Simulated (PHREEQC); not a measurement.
## Acid mine or pickling water: an equilibrium model

A made-up water analysis in mg/L, 20 °C, pH 2.32, pe 9.6:

```tsv
constituent	mg/L
Na	18.6
K	0.701
Ca	52
Mg	42.2
Cl	54.8
S(6) as SO4	752
Al	5.78
Br	7.09
Cd	0.48
Mn(2)	0.548
```

Na is adjusted to close the charge balance.
Valence states are taken as typed.

All values are PHREEQC results (ion-association model, wateq4f.dat), not measurements.

Each row changes one thing in this solution. Precipitation was switched off in this run.

```csv
case,ionic strength (mol/kgw),SO4-2 (mol/kgw),HSO4- (mol/kgw),Mg+2 (mol/kgw),Ca+2 (mol/kgw),MgSO4 (mol/kgw),SI of Gypsum (CaSO4:2H2O),SI of Gibbsite (Al(OH)3)
as made,0.0215,0.00532,0.00147,0.00127,0.000964,0.000468,-1.19,-6.26
all concentrations times 3 at the same typed pH,0.0610,0.0153,0.00346,0.00321,0.00246,0.00203,-0.55,-6.16
Cl from 54.8 to 27.4 mg/L,0.0207,0.00531,0.00148,0.00126,0.000960,0.000473,-1.18,-6.26
```
